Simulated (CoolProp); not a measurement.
Vapour pressure (MPa) of dodecamethylpentasiloxane (MD3M): the reference equation beside estimates from Tc = 354.9 °C, pc = 0.9540 MPa, ω = 0.730. Clausius-Clapeyron is anchored at 56.85 °C with a constant enthalpy of vaporisation of 64.21 kJ/mol.

The numbers come from the reference Helmholtz-energy equation of state, Thol 2019 in CoolProp.

```json
[
 {"T (°C)": "51.25", "reference": "5.754e-5", "Clausius-Clapeyron": "5.768e-5", "van der Waals": "0.03295", "Redlich-Kwong": "0.003347", "Soave-Redlich-Kwong": "6.547e-5", "Peng-Robinson": "8.258e-5"},
 {"T (°C)": "56.85", "reference": "8.639e-5", "Clausius-Clapeyron": "8.639e-5", "van der Waals": "0.03684", "Redlich-Kwong": "0.004182", "Soave-Redlich-Kwong": "9.673e-5", "Peng-Robinson": "0.0001202"},
 {"T (°C)": "62.45", "reference": "0.0001274", "Clausius-Clapeyron": "0.0001277", "van der Waals": "0.04105", "Redlich-Kwong": "0.005176", "Soave-Redlich-Kwong": "0.0001406", "Peng-Robinson": "0.0001722"},
 {"T (°C)": "68.15", "reference": "0.0001860", "Clausius-Clapeyron": "0.0001875", "van der Waals": "0.04567", "Redlich-Kwong": "0.006372", "Soave-Redlich-Kwong": "0.0002026", "Peng-Robinson": "0.0002447"},
 {"T (°C)": "73.75", "reference": "0.0002654", "Clausius-Clapeyron": "0.0002701", "van der Waals": "0.05055", "Redlich-Kwong": "0.007752", "Soave-Redlich-Kwong": "0.0002858", "Peng-Robinson": "0.0003409"},
 {"T (°C)": "79.35", "reference": "0.0003732", "Clausius-Clapeyron": "0.0003848", "van der Waals": "0.05578", "Redlich-Kwong": "0.009356", "Soave-Redlich-Kwong": "0.0003977", "Peng-Robinson": "0.0004686"},
 {"T (°C)": "85.05", "reference": "0.0005202", "Clausius-Clapeyron": "0.0005453", "van der Waals": "0.06148", "Redlich-Kwong": "0.01125", "Soave-Redlich-Kwong": "0.0005493", "Peng-Robinson": "0.0006397"},
 {"T (°C)": "90.65", "reference": "0.0007112", "Clausius-Clapeyron": "0.0007599", "van der Waals": "0.06746", "Redlich-Kwong": "0.01338", "Soave-Redlich-Kwong": "0.0007451", "Peng-Robinson": "0.0008583"},
 {"T (°C)": "96.25", "reference": "0.0009602", "Clausius-Clapeyron": "0.001048", "van der Waals": "0.07383", "Redlich-Kwong": "0.01581", "Soave-Redlich-Kwong": "0.0009987", "Peng-Robinson": "0.001139"},
 {"T (°C)": "101.85", "reference": "0.001281", "Clausius-Clapeyron": "0.001432", "van der Waals": "0.08061", "Redlich-Kwong": "0.01857", "Soave-Redlich-Kwong": "0.001324", "Peng-Robinson": "0.001495"},
 {"T (°C)": "107.55", "reference": "0.001697", "Clausius-Clapeyron": "0.001950", "van der Waals": "0.08792", "Redlich-Kwong": "0.02175", "Soave-Redlich-Kwong": "0.001745", "Peng-Robinson": "0.001952"},
 {"T (°C)": "113.15", "reference": "0.002214", "Clausius-Clapeyron": "0.002617", "van der Waals": "0.09554", "Redlich-Kwong": "0.02525", "Soave-Redlich-Kwong": "0.002265", "Peng-Robinson": "0.002513"},
 {"T (°C)": "118.75", "reference": "0.002858", "Clausius-Clapeyron": "0.003482", "van der Waals": "0.1036", "Redlich-Kwong": "0.02917", "Soave-Redlich-Kwong": "0.002912", "Peng-Robinson": "0.003205"},
 {"T (°C)": "124.45", "reference": "0.003670", "Clausius-Clapeyron": "0.004618", "van der Waals": "0.1122", "Redlich-Kwong": "0.03361", "Soave-Redlich-Kwong": "0.003727", "Peng-Robinson": "0.004070"}
]
```

Absolute difference from the reference over all 14 rows, mean and median: Clausius-Clapeyron 8.5 and 5.8 %, van der Waals 17195.8 and 10552.0 %, Redlich-Kwong 2405.2 and 1922.0 %, Soave-Redlich-Kwong 6.1 and 5.2 %, Peng-Robinson 23.9 and 21.8 %.
